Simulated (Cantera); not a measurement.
Feed: 1 mol Ta₂O₅, 4 mol C, 5.1 mol H₂, equilibrated at 91.0 Pa.

Equilibrium computed with Cantera from the NASA thermochemical tables; the gas is ideal and each condensed phase is pure. Candidate condensed phases: C, C₆H₆, C₇H₈, C₈H₁₈, H₂O, Ta, TaC, Ta₂O₅; 113 gas species. Mutual solubility and eutectic melting of coexisting phases are not modelled. Condensed phases not in the tables: Ta₂C, N, O or C dissolved in the metal. Kinetics and transport are ignored. All values below are at 2225 K.

Base state: H₂ 0.428, CO 0.392, H 0.141, TaO₂ 0.0308, TaO 0.00650, H₂O 0.00169, CO₂ 0.000289, OH 8.04e-5 (mole fractions); condensed: Ta(s) + Ta₂O₅(l).

Question: What changes in the equilibrium state with this change: Ta₂O₅ replaced by PbO?

Answer: 
```
species            before    after
----------------  -------  -------
H₂                  0.428    0.577
H                   0.141    0.163
Pb                      0    0.129
CO                  0.392    0.129
TaO₂               0.0308        0
TaO               0.00650        0
C₂H₂ (acetylene)    <1e-9  0.00169
H₂O               0.00169  3.57e-9
Ta(s), mol           1.51        0
Ta₂O₅(l), mol      0.0570        0
C(graphite), mol        0     2.97
```
Further candidate phases: Pb, PbO, PbO₂, Pb₃O₄.
